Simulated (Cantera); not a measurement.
Ignition delay

Mixture: 12.4 % CO, 8.31 % H2, 6.58 % CH4, 15.3 % O2, 57.4 % N2, at 100000 Pa, adiabatic and at constant pressure. Ignition delay is the time to a rise of 400 K.

Cantera simulation using GRI-Mech 3.0 (53 species, 325 reactions); the numbers are that mechanism's predictions, not measurements.

```
T0 (K)  delay (ms)
------  ----------
1200         0.802
1250         0.538
1300         0.371
1350         0.263
1400         0.192
1450         0.144
1500         0.110
1550        0.0860
1600        0.0685
```

```json
{
  "apparent activation energy between 1500 and 1600 K": "95 kJ/mol"
}
```
